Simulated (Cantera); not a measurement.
Charge: 1 mol PH3, 0.029 mol O2, 20 mol H2, equilibrated at 9600 Pa.

Method: chemical equilibrium by Gibbs-energy minimisation in Cantera with the NASA 1993 tables (ideal gas, pure condensed phases). Candidate condensed phases: H2O, P, P4O10; 17 gas species. Gases not in the tables: HPO2, HPO3 and P4O6. The numbers say what is thermodynamically allowed, not how fast it happens.

x: gas mole fraction; nothing condenses.

| T (K) | x H2 | x H | x P | x P2 | x P4 |
|---|---|---|---|---|---|
| 900 | 0.985 | 3.75e-10 | <1e-12 | 0.000825 | 0.0111 |
| 1100 | 0.981 | 8.27e-8 | 6.66e-10 | 0.00964 | 0.00661 |
| 1300 | 0.975 | 3.53e-6 | 6.32e-8 | 0.0212 | 0.000764 |
| 1500 | 0.975 | (withheld) | (withheld) | 0.0226 | (withheld) |
| 1700 | 0.974 | 0.000469 | 1.44e-5 | 0.0226 | 7.27e-6 |
| 1900 | 0.972 | (withheld) | (withheld) | 0.0224 | (withheld) |
| 2100 | 0.965 | 0.00988 | 0.000403 | 0.0220 | 3.69e-7 |
| 2300 | 0.944 | 0.0304 | 0.00136 | 0.0209 | 1.15e-7 |
| 2500 | 0.897 | 0.0769 | 0.00369 | 0.0189 | 3.86e-8 |
| 2700 | 0.808 | 0.165 | 0.00813 | 0.0154 | 1.20e-8 |
| 2900 | 0.668 | 0.303 | 0.0145 | 0.0104 | 2.90e-9 |
| 3100 | 0.490 | 0.481 | 0.0205 | 0.00544 | 4.50e-10 |
| 3300 | 0.313 | 0.659 | 0.0235 | 0.00216 | 4.38e-11 |

Q: Fill in the missing entries.

A: 
- 1900, x H: 0.00253
- 1900, x P: 9.09e-5
- 1900, x P4: 1.42e-6
- 1500, x H: 5.61e-5
- 1500, x P: 1.38e-6
- 1500, x P4: 5.72e-5
